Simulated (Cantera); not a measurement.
# Stirred combustor or abatement burner

A perfectly stirred reactor is fed with 4.24 % CH4, 5.08 % H2, 8.47 % O2, 82.2 % N2, equivalence ratio 1.3, at 101000 Pa; it is adiabatic with a 475 K inlet, and is followed from long to short residence time, starting on the burning branch (τ in s: 0.037, 0.016, 0.0073, 0.0032, 0.0014, 0.00063, 0.00028, 0.00012, 5.5e-05, 2.4e-05).

Cantera simulation using GRI-Mech 3.0 (53 species, 325 reactions); the numbers are that mechanism's predictions, not measurements.

```
τ (s)    T (K)    x CH4    x H2     x O2    x HCN      x O    x C2H2
-------  -----  -------  ------  -------  -------  -------  --------
0.037     1400  0.00314  0.0243  0.00564  4.83e-7  2.94e-6  0.000339
0.016      475   0.0424  0.0508   0.0847   <1e-12   <1e-12    <1e-12
0.0073     475   0.0424  0.0508   0.0847   <1e-12   <1e-12    <1e-12
0.0032     475   0.0424  0.0508   0.0847   <1e-12   <1e-12    <1e-12
0.0014     475   0.0424  0.0508   0.0847   <1e-12   <1e-12    <1e-12
0.00063    475   0.0424  0.0508   0.0847   <1e-12   <1e-12    <1e-12
0.00028    475   0.0424  0.0508   0.0847   <1e-12   <1e-12    <1e-12
0.00012    475   0.0424  0.0508   0.0847   <1e-12   <1e-12    <1e-12
5.5e-5     475   0.0424  0.0508   0.0847   <1e-12   <1e-12    <1e-12
2.4e-5     475   0.0424  0.0508   0.0847   <1e-12   <1e-12    <1e-12
```
x: mole fraction; the columns are a selection and need not sum to one.
